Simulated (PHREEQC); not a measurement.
Make-up at 25 °C: 0.072 mol HF, 0.22 mol NH4HF2 and 0.00015 mol (NH4)2SiF6 per kg of water. Closed to the air; pH follows from the charge balance.

Equilibrium calculation in PHREEQC: ion-association model, phreeqc.dat.

```
Quantity                  Result
-----------------  -------------
pH                          2.81
ionic strength     0.222 mol/kgw
activity of water          0.989
density              1.003 g/cm³
total alkalinity     -293 meq/kg
```

```tsv
species	molality	activity	log γ
NH4+	0.220	0.148	-0.173
HF	0.196	0.206	0.022
F-	0.127	0.0889	-0.156
HF2-	0.0946	0.0702	-0.129
H+	0.00194	0.00154	-0.100
SiF6-2	0.000150	4.31e-5	-0.542
NH3	5.19e-8	5.46e-8	0.022
```

Precipitation was switched off in this run. SiF6-2 is the database's only silicon fluoride.
